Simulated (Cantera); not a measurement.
A jet of 1.53 % H2, 12.0 % O2, 86.4 % N2, equivalence ratio 0.064 at 300 K and 16.5 Torr hits a platinum plate 2.7 cm away at a mass flux of 0.03 kg/m²/s; the plate temperature is set and raised in steps from an oxygen-covered start.

Computed with Cantera and Deutschmann's 1995 Pt surface mechanism with GRI-Mech 3.0 gas chemistry. Catalytic surfaces can have several steady states; this one follows from the mechanism file's or the stated starting coverage.

x: mole fraction at the wall; θ: surface coverage.

```
plate T (K)  wall x H2  wall x O2  wall x H2O  wall x OH  θ free Pt   θ O*     θ OH*
-----------  ---------  ---------  ----------  ---------  ---------  -----  --------
700            0.00384      0.108      0.0217      <1e-8     0.0771  0.922   0.00118
750            0.00316      0.108      0.0228      <1e-8      0.104  0.895  0.000995
800                [?]      0.107      0.0241      <1e-8        [?]  0.849       [?]
850            0.00186      0.106      0.0250    1.77e-8      0.210  0.789  0.000807
900                [?]      0.106      0.0255        [?]        [?]    [?]       [?]
```

Q: Fill in the missing entries.

A: 
- 800, wall x H2: 0.00242
- 800, θ free Pt: 0.150
- 800, θ OH*: 0.000896
- 900, wall x H2: 0.00149
- 900, wall x OH: 5.61e-8
- 900, θ free Pt: 0.278
- 900, θ O*: 0.721
- 900, θ OH*: 0.000715
